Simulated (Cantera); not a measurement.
Input (Python, Cantera) and output of one run.

```python
import numpy as np
import cantera as ct

gas_names = """
    CL CL2 H HCL H2 N NH NH2 NH3 N2 N2H2 N2H4 Si SiCL SiCL2 SiCL3 SiCL4 SiH SiHCL3 SiH2 SiH2CL2 SiH3
    SiH3CL SiH4 SiN Si2 Si2N Si3
""".split()
cond_names = """
    NH4CL(a) NH4CL(b) Si(cr) Si(L) Si3N4(a)
""".split()


# ... load() reads the species with a 1 bar reference pressure and builds the phases ...
atoms = {
    'SiH2Cl2': {'Si': 1, 'H': 2, 'CL': 2},
    'N2': {'N': 2},
}
top_T = {'Si3N4(a)': 2400}  # K; cautious upper limits of use, not melting points


# ... equilibrate(T, P, feed) seeds the gas with the atoms and calls Mixture.equilibrate('TP', solver="vcs", rtol=1e-11, max_steps=5000) ...
results = []
feed = {'SiH2Cl2': 1, 'N2': 1.8}  # mol
T = 825  # K
P = 1000  # Pa
mix = equilibrate(T, P, feed)
results.append((T, P, feed, dict(zip(mix.species_names, mix.species_moles))))
print(gas.report(threshold=0.0001))
for i in range(1, mix.n_phases):
    print(f"{mix.phase(i).name:16s} {mix.phase_moles(i):12.5e} mol")
```

Result:

```
       temperature   825 K
          pressure   1000 Pa
           density   0.0055982 kg/m^3
  mean mol. weight   38.4 kg/kmol
   phase of matter   gas

                          1 kg             1 kmol
                     ---------------   ---------------
          enthalpy       -1.7459e+06       -6.7044e+07  J
   internal energy       -1.9246e+06       -7.3904e+07  J
           entropy            7201.4        2.7654e+05  J/K
    Gibbs function       -7.6871e+06       -2.9519e+08  J
 heat capacity c_p            971.46             37304  J/K
 heat capacity c_v            754.94             28990  J/K

                      mass frac. Y      mole frac. X     chem. pot. / RT
                     ---------------   ---------------   ---------------
               HCL           0.29576           0.31151           -43.044
                H2         0.0090584           0.17254           -23.411
                N2           0.31343           0.42964           -29.841
             SiCL4           0.38154          0.086242           -147.92
     [  +24 minor]        0.00021445        6.1776e-05

Si(cr)            0.00000e+00 mol
Si3N4(a)          2.45716e-01 mol
```

Cantera equilibrium calculation (NASA polynomials, part measured and part estimated; ideal gas, pure solids and liquids). N2 is the only nitrogen source here; it is nearly inert below about 1500 K, so the nitride shown seldom forms there in practice.
